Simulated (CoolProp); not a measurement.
Vapour-liquid equilibrium of propylene (1) + R152A (2) at 47.55 °C; x and y are mole fractions of (1).

Values from CoolProp's multi-fluid Helmholtz-energy mixture model, Lemmon 2013 and Outcalt 1996; pair parameters Bell 2016.

| x | bubble pressure (kPa) | y at the bubble point | dew pressure at overall composition x (kPa) | liquid density (mol/L) |
|---|---|---|---|---|
| 0.05 | 1211 | [?] | 1152 | [?] |
| 0.2 | 1479 | 0.343 | 1305 | 12.12 |
| 0.35 | 1680 | 0.491 | 1488 | 11.73 |
| 0.5 | 1826 | 0.604 | 1692 | 11.40 |
| 0.65 | 1925 | 0.705 | 1876 | [?] |
| 0.8 | 1978 | 0.812 | 1975 | 11.00 |
| 0.95 | 1971 | 0.945 | 1969 | 10.98 |

Question: What belongs in the gaps?

Answer: 
- 0.05, y at the bubble point: 0.111
- 0.05, liquid density (mol/L): 12.54
- 0.65, liquid density (mol/L): 11.15

y crosses x between x = 0.8 and 0.95: the model has an azeotrope there.

The pair parameters rest on a limited set of measurements; away from them the model extrapolates.
